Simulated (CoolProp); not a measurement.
A simple Rankine cycle with R245fa: condensing at 318.15 K, boiler at 2.29 MPa, turbine inlet 403.7 K, turbine efficiency 0.7, pump efficiency 0.8, no recuperator. Each further row changes one setting.

Model: reference Helmholtz-energy equation of state, Akasaka 2015, in CoolProp.

| case | thermal efficiency (%) | net work (kJ/kg) | heat in (kJ/kg) | turbine exit temperature (K) | volume ratio over the turbine |
|---|---|---|---|---|---|
| as stated | 10.6 | 24.4 | 230 | 344.7 | 9.95 |
| turbine inlet 423.7 K | 10.7 | 27.9 | 260 | 371.5 | 8.92 |
| condensing temperature 310.15 K | 11.6 | 27.9 | 241 | 339.9 | 12.9 |
| boiler pressure 1.6 MPa | 9.3 | 23.0 | 247 | 363.0 | 5.94 |
| turbine efficiency 0.6 | 9.0 | 20.7 | 230 | 348.5 | 10.1 |
